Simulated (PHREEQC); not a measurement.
Consider water at 40 °C with 0.0038 mol HF, 0.00011 mol CsF, 0.00058 mol H4SiO4 and 0.0022 mol HCl per kg of water. Closed to the air; pH follows from the charge balance.

Computed with PHREEQC (ion-association model, wateq4f.dat).

Each row changes one thing in this solution. This is a speciation only: nothing precipitates in the calculation.

```csv
case,pH,ionic strength (mol/kgw),HF (mol/kgw),F- (mol/kgw),H2F2 (mol/kgw),HF2- (mol/kgw)
as made,2.57,0.00313,0.00254,0.000504,9.65e-6,5.37e-6
HF replaced by (CH3)4NF at the same molality,3.42,0.00444,0.00128,0.00185,2.44e-6,9.93e-6
0.00023 mol/kgw Rb2SO4 added,2.57,0.00373,0.00252,0.000512,9.51e-6,5.43e-6
H4SiO4 left out,2.58,0.00287,0.00320,0.000659,1.53e-5,8.87e-6
temperature from 40 to 80 °C,2.63,0.00257,0.00352,0.000364,3.69e-6,5.50e-6
H4SiO4 from 0.00058 to 0.00087 mol/kgw,2.56,0.00317,0.00242,0.000476,8.76e-6,4.84e-6
```

Some of these states are supersaturated (in Quartz (slow to form), Chalcedony (slow to form), for instance). At this temperature some constants are extrapolated from 25 °C, and those without enthalpy data are left unchanged. SiF6-2 is the database's only silicon fluoride.
